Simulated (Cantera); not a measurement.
Input: 1 mol SiC, 0.23 mol CO₂, 29 mol H₂, 1.2 mol O₂, equilibrated at 7.20e-5 bar.

Equilibrium computed with Cantera from the NASA thermochemical tables; the gas is ideal and each condensed phase is pure. Candidate condensed phases: C, C₆H₆, C₇H₈, C₈H₁₈, H₂O, Si, SiC, SiO₂; 123 gas species. The tables hold silica as quartz up to 1696 K and as liquid above; real silica turns to tridymite and cristobalite and melts near 1996 K. Equilibrium is a limit: real reactors are often held back by kinetics, nucleation or transport.

What share of the Si ends up in condensed phases as a function of T (°C), at 1177, 1202, 1227, 1252, 1277, 1302, 1327, 1352?


| T (°C) | Si condensed (%) | as |
|---|---|---|
| 1177 | 61.7 | SiO₂(β-quartz) |
| 1202 | 60.4 | SiO₂(β-quartz) |
| 1227 | 57.9 | SiO₂(β-quartz) |
| 1252 | 53.6 | SiO₂(β-quartz) |
| 1277 | 46.7 | SiO₂(β-quartz) |
| 1302 | 36.5 | SiO₂(β-quartz) |
| 1327 | 21.9 | SiO₂(β-quartz) |
| 1352 | 2.1 | SiO₂(β-quartz) |
